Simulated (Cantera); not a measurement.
What does this Cantera script print?

```python
import numpy as np
import cantera as ct

gas_names = """
    CL CLF CLF3 CL2 F F2 H HCL HF H2 H2F2 H3F3 H4F4 H5F5 H6F6 H7F7 Si SiCL SiCL2 SiCL3 SiCL4 SiF SiF2
    SiF3 SiF4 SiH SiHCL3 SiHF3 SiH2 SiH2CL2 SiH2F2 SiH3 SiH3CL SiH3F SiH4 Si2 Si3
""".split()
cond_names = """
    Si(cr) Si(L)
""".split()


def load(file, names, dense=False):
    # The tables refer to 1 bar. Condensed volumes are neglected.
    table = {s.name: s for s in ct.Species.list_from_file(file)}
    out = []
    for n in names:
        d = dict(table[n].input_data)
        d["thermo"] = dict(d["thermo"], **{"reference-pressure": 1e5})
        if dense:
            d["equation-of-state"] = {"model": "constant-volume", "density": "1e6 g/cm^3"}
        out.append(ct.Species.from_dict(d))
    return out


gas = ct.Solution(thermo="ideal-gas", species=load("nasa_gas.yaml", gas_names))
cond = {s.name: ct.Solution(thermo="fixed-stoichiometry", species=[s], name=s.name)
        for s in load("nasa_condensed.yaml", cond_names, dense=True)}
atoms = {
    'SiCl4': {'Si': 1, 'CL': 4},
    'H2': {'H': 2},
    'HF': {'H': 1, 'F': 1},
}
top_T = {}  # K; cautious upper limits of use, not melting points


def equilibrate(T, P, feed):
    n = {}
    for name, mol in feed.items():
        for a, k in atoms[name].items():
            n[a] = n.get(a, 0.0) + k * mol
    gas.TPX = T, P, n
    mass = sum(n.values()) * gas.mean_molecular_weight
    gas.equilibrate("TP")
    valid = [c for c in cond.values() if c.min_temp <= T <= top_T.get(c.name, c.max_temp)]
    mix = ct.Mixture([(gas, mass / gas.mean_molecular_weight)] + [(c, 0.0) for c in valid])
    mix.T, mix.P = T, P
    mix.equilibrate("TP", solver="vcs", rtol=1e-11, max_steps=5000)
    return mix


results = []
feed = {'SiCl4': 1, 'H2': 4.8, 'HF': 0.00085}  # mol
P = 700000  # Pa
for T in [550, 650, 750, 850, 950, 1050, 1150, 1250, 1350]:
    mix = equilibrate(T, P, feed)
    results.append((T, P, feed, dict(zip(mix.species_names, mix.species_moles))))

top = {s: max(r[3][s] / sum(r[3][g] for g in gas_names) for r in results) for s in gas_names}
cols = sorted((s for s in top if top[s] > 0.0001), key=lambda s: -top[s])[:5]
seen = [c for c in cond_names if any(r[3].get(c, 0) > 1e-12 for r in results)]
print("log10 of partial pressures in bar; condensed amounts in mol")
print(f"{'T/K':>10s}" + "".join(f"{s[:9]:>10s}" for s in cols + seen))
for T, P, feed, n in results:
    ng = sum(n[g] for g in gas_names)
    print(f"{T:10.4g}" + "".join(f"{np.log10(max(n[s] / ng * P / 1e5, 1e-99)):10.3f}" for s in cols)
          + "".join(f"{n.get(c, 0):10.4g}" for c in seen))
```

Output:

```
log10 of partial pressures in bar; condensed amounts in mol
       T/K        H2     SiCL4       HCL    SiHCL3     SiCL3
       550     0.762     0.079    -2.109    -2.171    -8.900
       650     0.761     0.073    -1.618    -1.638    -6.797
       750     0.759     0.062    -1.256    -1.268    -5.274
       850     0.755     0.043    -0.985    -0.997    -4.121
       950     0.750     0.018    -0.776    -0.794    -3.223
      1050     0.744    -0.014    -0.611    -0.642    -2.508
      1150     0.737    -0.053    -0.475    -0.532    -1.934
      1250     0.729    -0.100    -0.356    -0.464    -1.475
      1350     0.719    -0.162    -0.241    -0.444    -1.124
```

These are equilibrium values from Cantera (NASA tables, ideal gas, pure condensed phases), not measurements of a reactor. The tables' values for SiCl3 are old estimates; treat these amounts as uncertain.
